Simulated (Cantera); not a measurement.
A freely propagating, adiabatic, planar premixed flame of CH4 : O2 : N2 : CO2 = 1 : 1.33 : 5.01 : 0.19 (molar parts), unburnt at 625 K and 500000 Pa; mixture-averaged transport, grid criteria slope 0.08 and curve 0.16, no radiation.

Cantera simulation using GRI-Mech 3.0 (53 species, 325 reactions); the numbers are that mechanism's predictions, not measurements. Burning velocities carry a grid error of a few per cent, more on coarse grids.

**Question.** Predict: laminar burning velocity; thermal thickness; peak x(HCO).

**Answer.** 
```
Property                     Result
------------------------  ---------
laminar burning velocity  26.0 cm/s
thermal thickness          0.253 mm
peak x(HCO)                 3.83e-6
```
